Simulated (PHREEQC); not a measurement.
Make-up at 20 °C: 0.0013 mol/kgw HCl and 0.0013 mol/kgw CuSO4. Closed to the air; pH follows from the charge balance.

Computed with PHREEQC (ion-association model, phreeqc.dat).

| quantity | before | after |
|---|---|---|
| pH | 2.95 | 2.93 |
| ionic strength (mol/kgw) | 0.00579 | 0.00364 |
| HSO4- (mol/kgw) | 8.45e-5 | 4.78e-5 |

**Question.** Name the change that produced these shifts.
(A) CuSO4 from 0.0013 to 0.00065 mol/kgw
(B) HCl from 0.0013 to 0.00195 mol/kgw
(C) CuSO4 replaced by Fe2(SO4)3 at the same molality
(D) CuSO4 replaced by Li2SO4 at the same molality
(E) diluted 5-fold with water

**Answer.** A, CuSO4 from 0.0013 to 0.00065 mol/kgw

This is a speciation only: nothing precipitates in the calculation.
